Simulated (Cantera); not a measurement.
A perfectly stirred reactor is fed with H2 : O2 : N2 = 1.7 : 1 : 0.58 (molar parts), at 0.990 bar; it is held at 1348 K, and followed from long to short residence time.

Detailed kinetics in Cantera: GRI-Mech 3.0 (53 species, 325 reactions). The temperature is held fixed by assumption; the heat of reaction is taken as removed at once.

### Question
Predict: x(H2) at τ = 1.60 s; x(O2) at τ = 1.60 s; x(NO) at τ = 1.60 s; x(O) at τ = 1.60 s; x(HO2) at τ = 1.60 s; x(H2) at τ = 49.0 ms; x(O2) at τ = 49.0 ms; x(NO) at τ = 49.0 ms; x(O) at τ = 49.0 ms; x(HO2) at τ = 49.0 ms.

### Answer
| Item | Value |
|---|---|
| x(H2) at τ = 1.60 s | 0.000169 |
| x(O2) at τ = 1.60 s | 0.0618 |
| x(NO) at τ = 1.60 s | 1.50e-7 |
| x(O) at τ = 1.60 s | 3.69e-6 |
| x(HO2) at τ = 1.60 s | 4.98e-6 |
| x(H2) at τ = 49.0 ms | 0.00177 |
| x(O2) at τ = 49.0 ms | 0.0624 |
| x(NO) at τ = 49.0 ms | 1.67e-7 |
| x(O) at τ = 49.0 ms | 4.56e-5 |
| x(HO2) at τ = 49.0 ms | 4.11e-5 |
